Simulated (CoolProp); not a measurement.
Saturation properties of acetone (Tc = 508.1 K, pc = 46.92 bar, ω = 0.307).

Computed with CoolProp (reference Helmholtz-energy equation of state, Lemmon 2006). It is a short technical equation, of lower accuracy than the large ones.

```tsv
T (K)	p (bar)	liquid density (kg/m³)	surface tension (mN/m)
393	6.028	666.2	11.3
400.7	7.166	654.9	10.4
408.4	8.459	643.1	9.57
416	9.903	631.1	8.73
423.7	11.55	618.3	7.89
431.3	13.36	605.1	7.07
439	15.42	591.0	6.26
446.7	17.70	576.1	5.45
454.3	20.20	560.4	4.68
462	23.00	543.3	3.91
469.7	26.09	524.6	3.16
477.3	29.45	504.0	2.45
```

It boils at 329.2 K under 1 atm.

Surface tension comes from a separate correlation (Mulero 2012).
